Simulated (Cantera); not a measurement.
A perfectly stirred reactor is fed with CH₄ : CO₂ : H₂ : H₂O = 1 : 0.78 : 1.5 : 0.16 (molar parts), at 165 Torr; it is held at 2023 K, and followed from long to short residence time.

Cantera simulation using GRI-Mech 3.0 (53 species, 325 reactions); the numbers are that mechanism's predictions, not measurements.

Question: Predict: x(CH₄) at τ = 19.0 s; x(CO₂) at τ = 19.0 s; x(H₂) at τ = 19.0 s; x(CH₂O) at τ = 19.0 s; x(CH₄) at τ = 0.250 s; x(CO₂) at τ = 0.250 s; x(H₂) at τ = 0.250 s; x(CH₂O) at τ = 0.250 s.

Answer: 
```json
{
  "x(CH₄) at τ = 19.0 s": "0.000844",
  "x(CO₂) at τ = 19.0 s": "0.000359",
  "x(H₂) at τ = 19.0 s": "0.668",
  "x(CH₂O) at τ = 19.0 s": "2.42e-8",
  "x(CH₄) at τ = 0.250 s": "0.00676",
  "x(CO₂) at τ = 0.250 s": "0.00519",
  "x(H₂) at τ = 0.250 s": "0.627",
  "x(CH₂O) at τ = 0.250 s": "6.11e-7"
}
```
